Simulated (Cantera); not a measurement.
## Thermodynamics of chlorosilane synthesis and conversion, feed Si + HCl + H2

Feed: 1 mol Si, 0.96 mol HCl, 4.6 mol H2, equilibrated at 3080 Torr.

Equilibrium computed with Cantera from the NASA thermochemical tables; the gas is ideal and each condensed phase is pure. Candidate condensed phases: Si; 19 gas species. The tables' values for SiCl3 are old estimates; treat these amounts as uncertain. Rates play no part.

```tsv
T (°C)	x H2	x HCl	x SiHCl3	x SiCl4	x SiCl2	x SiCl3	x SiH2Cl2	n Si(s)
425	0.946	0.000140	0.0295	0.0221	1.46e-8	9.78e-7	0.00258	0.714
500	0.946	0.000464	0.0287	0.0224	2.14e-7	5.75e-6	0.00283	0.715
575	0.945	0.00124	0.0280	0.0226	1.92e-6	2.46e-5	0.00303	0.716
650	0.944	0.00281	0.0272	0.0227	1.20e-5	8.22e-5	0.00319	0.719
725	0.942	0.00558	0.0263	0.0225	5.60e-5	0.000227	0.00330	0.723
800	0.939	0.0100	0.0251	0.0218	0.000208	0.000533	0.00336	0.729
875	0.934	0.0165	0.0235	0.0207	0.000637	0.00109	0.00335	0.738
950	0.928	0.0251	0.0214	0.0188	0.00166	0.00197	0.00325	0.749
1025	0.919	0.0358	0.0187	0.0161	0.00371	0.00316	0.00305	0.760
1100	0.910	0.0478	0.0154	0.0128	0.00721	0.00446	0.00274	0.770
1175	0.899	0.0598	0.0117	0.00911	0.0122	0.00551	0.00233	0.778
1250	0.890	0.0704	0.00816	0.00575	0.0182	0.00592	0.00186	0.782
```
x: gas mole fraction; n: condensed amount in mol.

From 425 °C to 1250 °C the condensed part is Si(s). The main Si-bearing gas is SiHCl3 at 425 °C and SiCl2 at 1250 °C. The share of Si in condensed phases is highest at 1250 °C (78.2 %) and lowest at 425 °C (71.4 %).
